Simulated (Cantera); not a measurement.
What does this Cantera script print?

```python
import numpy as np
import cantera as ct

gas_names = """
    CL CL2 H HCL H2 N NH NH2 NH3 N2 N2H2 N2H4 Si SiCL SiCL2 SiCL3 SiCL4 SiH SiHCL3 SiH2 SiH2CL2 SiH3
    SiH3CL SiH4 SiN Si2 Si2N Si3
""".split()
cond_names = """
    NH4CL(a) NH4CL(b) Si(cr) Si(L) Si3N4(a)
""".split()


# ... load() reads the species with a 1 bar reference pressure and builds the phases ...
atoms = {
    'SiH2Cl2': {'Si': 1, 'H': 2, 'CL': 2},
    'N2': {'N': 2},
}
top_T = {'Si3N4(a)': 2400}  # K; cautious upper limits of use, not melting points


# ... equilibrate(T, P, feed) seeds the gas with the atoms and calls Mixture.equilibrate('TP', solver="vcs", rtol=1e-11, max_steps=5000) ...
results = []
feed = {'SiH2Cl2': 1, 'N2': 0.69}  # mol
T = 1400  # K
P = 48000  # Pa
mix = equilibrate(T, P, feed)
results.append((T, P, feed, dict(zip(mix.species_names, mix.species_moles))))
print(gas.report(threshold=0.001))
for i in range(1, mix.n_phases):
    print(f"{mix.phase(i).name:16s} {mix.phase_moles(i):12.5e} mol")
```

Output:

```
       temperature   1400 K
          pressure   48000 Pa
           density   0.18623 kg/m^3
  mean mol. weight   45.162 kg/kmol
   phase of matter   gas

                          1 kg             1 kmol
                     ---------------   ---------------
          enthalpy       -2.0179e+06       -9.1133e+07  J
   internal energy       -2.2756e+06       -1.0277e+08  J
           entropy            6051.1        2.7328e+05  J/K
    Gibbs function       -1.0489e+07       -4.7373e+08  J
 heat capacity c_p            976.89             44119  J/K
 heat capacity c_v            792.79             35804  J/K

                      mass frac. Y      mole frac. X     chem. pot. / RT
                     ---------------   ---------------   ---------------
               HCL           0.35028           0.43391           -34.697
                H2          0.013158           0.29477            -20.36
                N2          0.071788           0.11573           -28.693
             SiCL2         0.0090915          0.004148           -59.571
             SiCL3          0.034002          0.011423           -84.088
             SiCL4           0.50232           0.13354           -108.61
            SiHCL3          0.019257         0.0064212           -94.268
     [  +21 minor]        0.00010859        5.7225e-05

Si(cr)            0.00000e+00 mol
Si3N4(a)          2.32636e-01 mol
```

These are equilibrium values from Cantera (NASA tables, ideal gas, pure condensed phases), not measurements of a reactor. N2 is the only nitrogen source here; it is nearly inert below about 1500 K, so the nitride shown seldom forms there in practice. The tables' values for SiCl3 are old estimates; treat these amounts as uncertain.
